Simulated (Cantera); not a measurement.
Feed: 1 mol Si3N4, 0.2 mol N2O, 88 mol H2, at 4.20 bar.

Equilibrium computed with Cantera from the NASA thermochemical tables; the gas is ideal and each condensed phase is pure. Candidate condensed phases: H2O, Si, SiO2, Si2N2O, Si3N4; 35 gas species. Mutual solubility and eutectic melting of coexisting phases are not modelled. Gases not in the tables: Si2H6 and higher silanes. Equilibrium is a limit: real reactors are often held back by kinetics, nucleation or transport. All values below are at 1575 °C.

Base state: H2 0.995, N2 0.00449, H 0.000258, SiO 0.000163, SiH2 4.14e-5 (mole fractions); condensed: Si(l) + Si2N2O(s) + Si3N4(s).

Question: What changes in the equilibrium state with this change: pressure from 4.20 bar to 32.0 Pa?

Answer: 
```
species           before     after
--------------  --------  --------
H2                 0.995     0.926
H               0.000258    0.0285
N2               0.00449    0.0235
Si               1.49e-6    0.0196
Si3              2.41e-9   3.16e-5
Si2              1.04e-8  0.000136
Si2N             1.21e-7   3.16e-5
SiN              7.91e-8   2.07e-5
Si(l), mol         0.185     0.888
Si2N2O(s), mol     0.186         0
Si3N4(s), mol      0.808         0
```
The tables' values for SiN are old estimates; treat these amounts as uncertain.
